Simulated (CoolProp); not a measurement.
Model: reference Helmholtz-energy equation of state, Lemmon 2006, in CoolProp. It is a short technical equation, of lower accuracy than the large ones.

Q: For acetone, give the phase and the cv (kJ/(kg K)), speed of sound (m/s) at 369.8 K and 1.1 bar; 485 K and 78.9 bar; 490.5 K and 0.201 bar.

A: 
- 369.8 K and 1.1 bar: gas; cv 1.41, speed of sound 236
- 485 K and 78.9 bar: liquid; cv 1.96, speed of sound 445
- 490.5 K and 0.201 bar: gas; cv 1.70, speed of sound 276
